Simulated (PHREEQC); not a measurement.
Dissolve 1.4 mol K2CO3, 0.012 mol H3BO3 and 0.00019 mol H4SiO4 per kg of water at 20 °C. Closed to the air; pH follows from the charge balance.

The numbers come from PHREEQC with the Pitzer model, pitzer.dat.

```json
[
 {"quantity": "pH", "before": "11.77", "after": "11.87"},
 {"quantity": "ionic strength (mol/kgw)", "before": "4.18", "after": "5.62"},
 {"quantity": "H3SiO4- (mol/kgw)", "before": "0.000128", "after": "0.000108"},
 {"quantity": "B(OH)3 (mol/kgw)", "before": "4.42e-5", "after": "3.69e-5"},
 {"quantity": "H4SiO4 (mol/kgw)", "before": "6.06e-7", "after": "3.24e-7"},
 {"quantity": "B3O3(OH)4- (mol/kgw)", "before": "8.35e-10", "after": "5.26e-10"},
 {"quantity": "SI of SiO2(a) (SiO2)", "before": "-3.38", "after": "-3.59"}
]
```

Problem. Name the change that produced these shifts.
(A) diluted 2-fold with water
(B) K2CO3 left out
(C) temperature from 20 to 90 °C
(D) 0.48 mol/kgw Na2CO3 added
(E) H4SiO4 from 0.00019 to 0.000171 mol/kgw

Solution. D, 0.48 mol/kgw Na2CO3 added

No solid was allowed to form. In brines, pH and single-ion activities rest on the MacInnes convention.
